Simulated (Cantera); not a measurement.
**Premixed flame**

A freely propagating, adiabatic, planar premixed flame of H2 : O2 : N2 : H2O = 1 : 0.893 : 3.36 : 0.81 (molar parts), unburnt at 525 K and 100000 Pa; mixture-averaged transport, grid criteria slope 0.08 and curve 0.16, no radiation.

Computed with Cantera and the H2/O2 subset of GRI-Mech 3.0, which has no nitrogen chemistry. Burning velocities carry a grid error of a few per cent, more on coarse grids. Lean hydrogen flames are cellular in practice and burn faster than this planar one.

| z (mm) | T (K) | u (m/s) | x H2 | x O2 | x H2O | x OH | x H2O2 | x O |
|---|---|---|---|---|---|---|---|---|
| -1.32 | 525 | 1.17 | 0.163 | 0.148 | 0.134 | <1e-8 | 1.55e-8 | <1e-8 |
| -0.881 | 526 | 1.17 | 0.160 | 0.148 | 0.135 | <1e-8 | 1.18e-7 | <1e-8 |
| -0.660 | 528 | 1.17 | 0.154 | 0.149 | 0.136 | <1e-8 | 7.65e-7 | <1e-8 |
| -0.440 | 540 | 1.18 | 0.141 | 0.151 | 0.139 | <1e-8 | 5.95e-6 | 5.39e-8 |
| -0.220 | 667 | 1.41 | 0.103 | 0.150 | 0.161 | 2.44e-5 | 5.94e-5 | 8.22e-6 |
| -0.110 | 904 | 1.88 | 0.0719 | 0.137 | 0.197 | 0.000333 | 5.63e-5 | 0.000182 |
| 0 | 1180 | 2.44 | 0.0402 | 0.114 | 0.244 | 0.00134 | 1.69e-5 | 0.00122 |
| 0.110 | 1375 | 2.83 | 0.0186 | 0.0923 | 0.279 | 0.00331 | 5.87e-6 | 0.00246 |
| 0.220 | 1485 | 3.05 | 0.00940 | 0.0820 | 0.296 | 0.00470 | 3.56e-6 | 0.00266 |
| 0.440 | 1587 | 3.26 | 0.00413 | 0.0763 | 0.308 | 0.00493 | 1.82e-6 | 0.00183 |
| 0.881 | 1648 | 3.38 | 0.00163 | 0.0748 | 0.314 | 0.00356 | 8.68e-7 | 0.000756 |
| 1.76 | 1674 | 3.42 | 0.000494 | 0.0746 | 0.317 | 0.00206 | 3.91e-7 | 0.000230 |
| 3.52 | 1683 | 3.44 | 0.000135 | 0.0747 | 0.318 | 0.00113 | 1.66e-7 | 6.55e-5 |
x: mole fraction of selected species; z is measured from the peak of heat release.

- laminar burning velocity = 117 cm/s
- thermal thickness = 0.440 mm
- peak x(OH) = 0.00509
- peak x(H2O2) = 6.82e-5
- peak x(O) = 0.00269
- grid points = 104
